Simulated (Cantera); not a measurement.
C2H2 + O2 + H2 (carbon deposition, reforming and gasification)

Feed: 1 mol C2H2, 0.029 mol O2, 9.7 mol H2, equilibrated at 0.0100 bar.

Cantera equilibrium calculation (NASA polynomials, part measured and part estimated; ideal gas, pure solids and liquids). Candidate condensed phases: C, C6H6, C7H8, C8H18, H2O; 110 gas species. Equilibrium is a limit: real reactors are often held back by kinetics, nucleation or transport.

```csv
T (K),x H2,x H,x CO,x C2H2 (acetylene),n C(graphite)
1300,0.995,1.10e-5,0.00539,5.73e-7,1.94
1450,0.994,9.43e-5,0.00539,4.85e-6,1.94
1600,0.994,0.000542,0.00539,2.73e-5,1.94
1750,0.992,0.00232,0.00539,0.000114,1.94
1900,0.986,0.00788,0.00537,0.000377,1.93
2050,0.971,0.0224,0.00533,0.00103,1.92
2200,0.938,0.0545,0.00524,0.00240,1.89
```
x: gas mole fraction; n: condensed amount in mol.

From 1300 K to 2200 K the condensed part is C(graphite). The main C-bearing gas is CO throughout.
